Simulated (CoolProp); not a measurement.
Model: reference Helmholtz-energy equation of state, Wu 2012, in CoolProp.

Task: Give the vapour pressure (kPa), liquid density (kg/m³), vapour density (kg/m³), enthalpy of vaporisation (kJ/kg) of saturated fluoroethane (R161) at 276.1, 282.4, 307.6 K.

Result: 
| T (K) | p (kPa) | liquid density (kg/m³) | vapour density (kg/m³) | enthalpy of vaporisation (kJ/kg) |
|---|---|---|---|---|
| 276.1 | 481 | 754 | 11.2 | 375 |
| 282.4 | 586 | 742 | 13.6 | 366 |
| 307.6 | 1190 | 690 | 27.8 | 323 |
